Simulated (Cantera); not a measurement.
Input (Python, Cantera):

```python
import numpy as np
import cantera as ct

gas = ct.Solution("h2o2.yaml")
gas.TPX = 648, 101325, {'H2': 1.3, 'O2': 0.227, 'N2': 0.855}
flame = ct.FreeFlame(gas, width=0.04)
flame.set_refine_criteria(ratio=3, slope=0.08, curve=0.16)
flame.transport_model = "mixture-averaged"
flame.solve(loglevel=0, auto=True)
z, T = flame.grid, flame.T
thick = (T[-1] - T[0]) / np.gradient(T, z).max()
show = ['H2', 'O2', 'O', 'OH', 'H2O2', 'H']
print(f"laminar burning velocity  {flame.velocity[0] * 100:.3f} cm/s")
print(f"burnt temperature         {T[-1]:.1f} K")
print(f"thermal thickness         {thick * 1e3:.4f} mm")
print(f"grid points               {len(z)}")
z0 = z[flame.heat_release_rate.argmax()]
print(f"{'z/mm':>9s}{'T/K':>9s}{'u/(m/s)':>9s}" + "".join(f"{s:>11s}" for s in show))
rows = []
for k in (-3, -2, -1.5, -1, -0.5, -0.25, 0, 0.25, 0.5, 1, 2, 4, 8):
    zz = z0 + k * thick
    rows.append([k * thick, np.interp(zz, z, T), np.interp(zz, z, flame.velocity),
                 *(np.interp(zz, z, flame.X[gas.species_index(s)]) for s in show)])
    print(f"{rows[-1][0] * 1e3:9.3f}{rows[-1][1]:9.1f}{rows[-1][2]:9.3f}" + "".join(f"{x:11.3e}" for x in rows[-1][3:]))
```

Result:

```
laminar burning velocity  928.664 cm/s
burnt temperature         2093.1 K
thermal thickness         0.4956 mm
grid points               135
     z/mm      T/K  u/(m/s)         H2         O2          O         OH       H2O2          H
   -1.487    648.0    9.287  5.458e-01  9.530e-02  2.374e-16  1.567e-17  1.676e-15  1.183e-14
   -0.991    648.0    9.287  5.458e-01  9.530e-02  1.973e-13  1.424e-14  5.777e-14  1.296e-11
   -0.743    648.0    9.287  5.458e-01  9.530e-02  2.316e-11  1.833e-12  4.501e-12  1.801e-09
   -0.496    648.1    9.287  5.457e-01  9.530e-02  6.714e-09  1.870e-09  1.859e-09  5.966e-07
   -0.248    678.0    9.669  5.417e-01  9.492e-02  1.773e-05  6.778e-05  2.650e-06  6.140e-04
   -0.124    865.5   12.097  5.134e-01  8.889e-02  2.681e-04  3.656e-04  3.393e-06  9.420e-03
    0.000   1209.1   16.493  4.274e-01  5.600e-02  1.858e-03  1.285e-03  8.730e-07  4.679e-02
    0.124   1445.4   19.619  3.538e-01  1.367e-02  1.426e-03  1.807e-03  3.712e-07  7.819e-02
    0.248   1544.6   20.887  3.390e-01  2.212e-03  5.374e-04  1.709e-03  1.958e-07  8.042e-02
    0.496   1638.7   22.021  3.435e-01  1.878e-04  3.116e-04  1.804e-03  1.418e-07  7.042e-02
    0.991   1739.5   23.202  3.532e-01  5.992e-05  2.312e-04  1.837e-03  9.671e-08  5.620e-02
    1.982   1838.2   24.331  3.632e-01  3.693e-05  1.478e-04  1.685e-03  5.516e-08  4.163e-02
    3.965   1923.6   25.290  3.720e-01  1.935e-05  7.907e-05  1.372e-03  2.753e-08  2.873e-02
```

Cantera simulation using the H2/O2 subset of GRI-Mech 3.0, which has no nitrogen chemistry; the numbers are that mechanism's predictions, not measurements. Burning velocities carry a grid error of a few per cent, more on coarse grids.
